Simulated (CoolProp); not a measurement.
Properties of dimethyl carbonate along the isotherm 326.85 °C (Tc = 283.9 °C, pc = 4.909 MPa, ω = 0.346).

Computed with CoolProp (reference Helmholtz-energy equation of state, Zhou 2011).

```json
[
 {"p (MPa)": "0.00776", "phase": "gas", "density (kg/m³)": "0.1402", "cv (kJ/(kg K))": "1.768"},
 {"p (MPa)": "0.0147", "phase": "gas", "density (kg/m³)": "0.2656", "cv (kJ/(kg K))": "1.768"},
 {"p (MPa)": "0.0279", "phase": "gas", "density (kg/m³)": "0.5046", "cv (kJ/(kg K))": "1.768"},
 {"p (MPa)": "0.0529", "phase": "gas", "density (kg/m³)": "0.9580", "cv (kJ/(kg K))": "1.768"},
 {"p (MPa)": "0.1", "phase": "gas", "density (kg/m³)": "1.816", "cv (kJ/(kg K))": "1.768"},
 {"p (MPa)": "0.19", "phase": "gas", "density (kg/m³)": "3.467", "cv (kJ/(kg K))": "1.769"},
 {"p (MPa)": "0.36", "phase": "gas", "density (kg/m³)": "6.633", "cv (kJ/(kg K))": "1.771"},
 {"p (MPa)": "0.683", "phase": "gas", "density (kg/m³)": "12.82", "cv (kJ/(kg K))": "1.773"},
 {"p (MPa)": "1.29", "phase": "gas", "density (kg/m³)": "25.14", "cv (kJ/(kg K))": "1.779"},
 {"p (MPa)": "2.45", "phase": "gas", "density (kg/m³)": "51.79", "cv (kJ/(kg K))": "1.793"}
]
```
